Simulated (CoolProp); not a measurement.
A Linde-Hampson liquefier for CF4 (R14): isothermal reversible compression at 320 K from 1 atm to 10 MPa, throttling to 1 atm, return gas leaving the recuperator 5 K below the feed. Each further row changes one setting.

Values from CoolProp's reference Helmholtz-energy equation of state, Platzer 1990. This equation is an older, rougher fit; its heat capacities, sound speeds and derivatives of the liquid may be far off and weren't checked against measurements.

```
case                        liquid yield per pass  compression work (kJ/kg of gas)
--------------------------  ---------------------  -------------------------------
as stated                                     [?]                              131
high pressure 20 MPa                        0.214                              [?]
warm-end temperature 350 K                    [?]                              146
warm-end gap 10 K                             [?]                              131
```

**Question.** What belongs in the gaps?

**Answer.** 
- as stated, liquid yield per pass: 0.131
- high pressure 20 MPa, compression work (kJ/kg of gas): 148
- warm-end temperature 350 K, liquid yield per pass: 0.093
- warm-end gap 10 K, liquid yield per pass: 0.118
